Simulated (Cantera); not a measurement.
A closed system holds: 1 mol CCl₄, 0.028 mol F₂, held at 7.00 Pa.

Cantera equilibrium calculation (NASA polynomials, part measured and part estimated; ideal gas, pure solids and liquids). Candidate condensed phases: C; 27 gas species. The numbers say what is thermodynamically allowed, not how fast it happens. All values below are at 3098 K.

Base state: Cl 0.812, C 0.158, F 0.0112, C₂ 0.00990, C₃ 0.00845, CF 0.000140 (mole fractions); condensed: gas only.

Q: What changes in the equilibrium state with this change: F₂ from 0.028 to 0.059 mol?

A: 
```csv
species,before,after
Cl,0.812,0.802
C,0.158,0.156
F,0.0112,0.0234
CF,0.000140,0.000288
C₃,0.00845,0.00820
```

Q: What changes in the equilibrium state with this change: CCl₄ replaced by CF₄?

A: 
```tsv
species	before	after
F	0.0112	0.820
C	0.158	0.153
CF	0.000140	0.00989
Cl	0.812	0
CF₂	2.96e-9	1.53e-5
C₃	0.00845	0.00770
C₂	0.00990	0.00931
```
